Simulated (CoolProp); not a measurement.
The numbers come from the reference Helmholtz-energy equation of state, Zhou 2012 in CoolProp.

Question: Give the vapour pressure (kPa), vapour Z, surface tension (mN/m), liquid viscosity (µPa s) of saturated m-xylene at 150.85 °C.

Answer: 
| T (°C) | p (kPa) | vapour Z | surface tension (mN/m) | liquid viscosity (µPa s) |
|---|---|---|---|---|
| 150.85 | 138 | 0.946 | 15.0 | 202 |

Viscosity comes from a separate model (Cao 2016). Surface tension comes from a separate correlation (Mulero 2014).
